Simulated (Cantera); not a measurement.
Pyrogenic steam for wet oxidation

A perfectly stirred reactor is fed with H2 : O2 : N2 = 1.6 : 1 : 1.2 (molar parts), at 100000 Pa; it is held at 1300 K, and followed from long to short residence time.

Detailed kinetics in Cantera: the H2/O2 subset of GRI-Mech 3.0, which has no nitrogen chemistry. The temperature is held fixed by assumption; the heat of reaction is taken as removed at once.

| τ (s) | x H2 | x O2 | x H | x OH | x HO2 | x H2O |
|---|---|---|---|---|---|---|
| 0.91 | 0.000242 | 0.0667 | 1.95e-6 | 0.000146 | 8.34e-6 | 0.533 |
| 0.29 | 0.000531 | 0.0668 | 6.00e-6 | 0.000208 | 1.71e-5 | 0.533 |
| 0.093 | 0.00111 | 0.0671 | 1.83e-5 | 0.000305 | 3.17e-5 | 0.532 |
| 0.030 | 0.00223 | 0.0675 | 5.55e-5 | 0.000467 | 5.25e-5 | 0.530 |
| 0.0097 | 0.00430 | 0.0684 | 0.000167 | 0.000734 | 7.77e-5 | 0.527 |
| 0.0031 | 0.00815 | 0.0700 | 0.000503 | 0.00117 | 0.000104 | 0.522 |
| 0.0010 | 0.0151 | 0.0730 | 0.00147 | 0.00186 | 0.000130 | 0.511 |
| 0.00032 | 0.0277 | 0.0786 | 0.00413 | 0.00291 | 0.000153 | 0.492 |
x: mole fraction; the columns are a selection and need not sum to one.
